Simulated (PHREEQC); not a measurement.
1.5 g of hydrous ferric oxide (600 m²/g; 0.2 weak and 0.005 strong sites per Fe, Dzombak-Morel constants, diffuse double layer) in 1 kg of water with 0.01 mol/kgw of an inert sodium salt and 0.22 mmol/kgw NaF, at 25 °C; the pH is set by adding NaOH or the inert anion's acid. O2 is buffered at 0.21 atm. CO2 from the air is kept out. No solid was allowed to form.

Model: ion-association model, wateq4f.dat, run in PHREEQC.

| pH | F sorbed (%) | surface charge σ (C/m²) | surface potential ψ (mV) |
|---|---|---|---|
| 3 | 98.6 | 0.309 | 197 |
| 3.67 | 99.0 | 0.245 | 188 |
| 4.33 | 98.5 | 0.171 | 171 |
| 5 | 96.7 | 0.107 | 148 |
| 5.67 | 91.3 | 0.062 | 120 |
| 6.33 | 76.8 | 0.034 | 90 |
| 7 | 48.5 | 0.016 | 58 |
| 7.67 | 19.8 | 0.006 | 23 |
| 8.33 | 5.8 | -0.003 | -13 |
| 9 | 1.5 | -0.013 | -49 |
| 9.67 | 0.4 | -0.029 | -84 |
| 10.33 | 0.1 | -0.056 | -115 |
| 11 | 0.0 | -0.101 | -142 |

Species that the database lacks are ignored. The oxide is taken as insoluble; below pH 4 it would dissolve.
